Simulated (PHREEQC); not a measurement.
Consider water at 25 °C with 0.13 mol NH4HF2, 0.0019 mol (NH4)2SiF6, 0.17 mol H3PO4 and 0.0012 mol HCl per kg of water. Closed to the air; pH follows from the charge balance.

All values are PHREEQC results (ion-association model, phreeqc.dat), not measurements.

### Question
The ionic strength comes out as 0.145 mol/kgw. What activity coefficients do HF2-, NH4+, HPO4-2, Cl-, F- get?

### Answer
HF2- 0.76, NH4+ 0.71, HPO4-2 0.33, Cl- 0.74, F- 0.73.

Precipitation was switched off in this run. Species that the database lacks are ignored. SiF6-2 is the database's only silicon fluoride.
